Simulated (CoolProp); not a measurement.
Vapour-liquid equilibrium of R134a (1) + R152A (2) at -8.25 °C; x and y are mole fractions of (1).

Computed with CoolProp (multi-fluid Helmholtz-energy mixture model, Tillner-Roth 1994 and Outcalt 1996; pair parameters Lemmon 2004).

```
x     bubble pressure (bar)  y at the bubble point  dew pressure at overall composition x (bar)  liquid density (mol/L)
----  ---------------------  ---------------------  -------------------------------------------  ----------------------
0.05                  1.940                  0.049                                        1.940                       …
0.2                   1.940                  0.203                                        1.940                   14.35
0.35                  1.953                  0.363                                            …                   14.04
0.5                   1.979                  0.523                                        1.975                   13.76
0.65                  2.017                  0.679                                        2.009                   13.49
0.8                       …                      …                                        2.058                   13.25
0.95                  2.127                  0.959                                        2.122                   13.02
```

### Question
What belongs in the gaps?

### Answer

- 0.05, liquid density (mol/L): 14.68
- 0.35, dew pressure at overall composition x (bar): 1.952
- 0.8, bubble pressure (bar): 2.067
- 0.8, y at the bubble point: 0.825

y crosses x between x = 0.05 and 0.2: the model has an azeotrope there.

Pair parameters are fitted to limited data, so mixtures are less certain than the pure fluids.
